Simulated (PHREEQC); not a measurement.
Make-up at 25 °C: 0.033 mol HF and 0.00042 mol KCl per kg of water. Closed to the air; pH follows from the charge balance.

All values are PHREEQC results (ion-association model, phreeqc.dat), not measurements.

```
quantity                    before    after
------------------------  --------  -------
pH                            2.34     7.79
ionic strength (mol/kgw)   0.00529   0.0330
HF (mol/kgw)                0.0277  6.52e-7
F- (mol/kgw)               0.00440   0.0326
HF2- (mol/kgw)            0.000467  8.15e-8
SI of Sylvite (KCl)          -7.72    -7.81
```

Question: Name the change that produced these shifts.
A) HF replaced by NaF at the same molality
B) HF from 0.033 to 0.165 mol/kgw
C) diluted 2-fold with water
D) KCl from 0.00042 to 0.000462 mol/kgw

Answer: A, HF replaced by NaF at the same molality

No solid was allowed to form.
